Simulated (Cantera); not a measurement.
Cantera run:

```python
import numpy as np
import cantera as ct

gas_names = [...]  # 110 gases of nasa_gas.yaml made of C, H, O
cond_names = """
    C(gr) C6H6(L) C7H8(L) C8H18(L),n-octa H2O(s) H2O(L)
""".split()


# ... load() reads the species with a 1 bar reference pressure and builds the phases ...
atoms = {
    'C2H2': {'C': 2, 'H': 2},
    'O2': {'O': 2},
    'H2': {'H': 2},
    'H2O': {'H': 2, 'O': 1},
}
top_T = {'C(gr)': 4500}  # K; cautious upper limits of use, not melting points


# ... equilibrate(T, P, feed) seeds the gas with the atoms and calls Mixture.equilibrate('TP', solver="vcs", rtol=1e-11, max_steps=5000) ...
results = []
feed = {'C2H2': 1, 'O2': 0.16, 'H2': 0.34, 'H2O': 0.15}  # mol
P = 290000  # Pa
for T in [1673, 1723, 1773, 1823, 1873, 1923, 1973, 2023, 2073, 2123, 2173]:
    mix = equilibrate(T, P, feed)
    results.append((T, P, feed, dict(zip(mix.species_names, mix.species_moles))))

top = {s: max(r[3][s] / sum(r[3][g] for g in gas_names) for r in results) for s in gas_names}
cols = sorted((s for s in top if top[s] > 1e-06), key=lambda s: -top[s])[:8]
seen = [c for c in cond_names if any(r[3].get(c, 0) > 1e-12 for r in results)]
print("log10 of partial pressures in bar; condensed amounts in mol")
print(f"{'T/K':>10s}" + "".join(f"{s[:9]:>10s}" for s in cols + seen))
for T, P, feed, n in results:
    ng = sum(n[g] for g in gas_names)
    print(f"{T:10.4g}" + "".join(f"{np.log10(max(n[s] / ng * P / 1e5, 1e-99)):10.3f}" for s in cols)
          + "".join(f"{n.get(c, 0):10.4g}" for c in seen))
```

Result:

```
log10 of partial pressures in bar; condensed amounts in mol
       T/K        H2        CO         H       CH4 C2H2,acet       H2O       CH3       CO2     C(gr)
      1673     0.342    -0.157    -3.773    -2.232    -3.902    -3.066    -5.038    -4.084     1.526
      1723     0.342    -0.157    -3.568    -2.313    -3.701    -3.187    -4.915    -4.232     1.527
      1773     0.342    -0.157    -3.375    -2.390    -3.512    -3.301    -4.800    -4.371     1.527
      1823     0.342    -0.158    -3.192    -2.462    -3.333    -3.409    -4.691    -4.501     1.527
      1873     0.342    -0.158    -3.019    -2.530    -3.163    -3.511    -4.589    -4.624     1.527
      1923     0.342    -0.158    -2.855    -2.595    -3.003    -3.608    -4.491    -4.741     1.527
      1973     0.342    -0.158    -2.699    -2.656    -2.851    -3.699    -4.399    -4.851     1.527
      2023     0.342    -0.158    -2.550    -2.714    -2.707    -3.786    -4.312    -4.955     1.526
      2073     0.342    -0.158    -2.409    -2.770    -2.570    -3.869    -4.229    -5.054     1.525
      2123     0.341    -0.158    -2.275    -2.823    -2.440    -3.948    -4.150    -5.148     1.524
      2173     0.341    -0.158    -2.146    -2.873    -2.315    -4.023    -4.075    -5.237     1.523
```

Method: chemical equilibrium by Gibbs-energy minimisation in Cantera with the NASA 1993 tables (ideal gas, pure condensed phases).
